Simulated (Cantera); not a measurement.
Charge: 1 mol MgO, 3.4 mol SO3, 7 mol N2, 0.18 mol O2, held at 0.0820 bar.

These are equilibrium values from Cantera (NASA tables, ideal gas, pure condensed phases), not measurements of a reactor. Candidate condensed phases: Mg, MgO, MgS, MgSO4, S; 22 gas species. Rates play no part.

At 1498 K, list the 5 most abundant gas species with their mole fractions, and the condensed phases.

N2 0.570, SO2 0.276, O2 0.152, SO3 0.00116, NO 0.000877. Condensed: MgO(s).
